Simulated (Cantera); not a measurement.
Si + NF3 + N2 (silicon etching in halogen gases)

Input: 1 mol Si, 1.3 mol NF3, 5.9 mol N2, held at 90.0 Pa.

Cantera equilibrium calculation (NASA polynomials, part measured and part estimated; ideal gas, pure solids and liquids). Candidate condensed phases: Si, Si3N4; 16 gas species. The tables' values for SiF3, SiF2 are old estimates; treat these amounts as uncertain. Equilibrium is a limit: real reactors are often held back by kinetics, nucleation or transport.

```tsv
T (K)	log p N2	log p SiF4	log p SiF3	log p SiF2	log p SiF	log p Si	n Si3N4(s)
1025	-3.11	-3.93	-7.19	-10.17	<-15	<-15	0.00829
1075	-3.11	-3.93	-6.75	-9.37	<-15	<-15	0.00821
1125	-3.11	-3.93	-6.35	-8.64	-14.34	<-15	0.00802
1175	-3.11	-3.94	-5.99	-7.97	-13.22	<-15	0.00760
1225	-3.11	-3.94	-5.66	-7.36	-12.20	-14.20	0.00673
1275	-3.11	-3.95	-5.35	-6.80	-11.26	-13.04	0.00501
1325	-3.11	-3.96	-5.08	-6.29	-10.40	-11.97	0.00175
1375	-3.11	-3.97	-4.98	-6.14	-10.08	-11.63	0
1425	-3.11	-3.97	-4.98	-6.17	-10.06	-11.67	0
1475	-3.11	-3.97	-4.97	-6.20	-10.03	-11.70	0
```
log p: log10 of the partial pressure in bar; n: condensed amount in mol.

From 1025 K to 1325 K the condensed part is Si3N4(s). From 1375 K to 1475 K nothing is condensed. The main Si-bearing gas is SiF4 throughout.
